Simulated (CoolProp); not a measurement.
The numbers come from the reference Helmholtz-energy equation of state, McLinden 2015 in CoolProp.

### Question
For the fluoroketone C6F12O (FK-5-1-12), give the phase and the Z, cp (kJ/(kg K)), cv (kJ/(kg K)), Joule-Thomson coefficient (K/MPa) at 98.45 °C and 7.48 bar.

### Answer
- 98.45 °C and 7.48 bar: liquid; Z 0.0567, cp 1.19, cv 0.947, Joule-Thomson coefficient 0.112
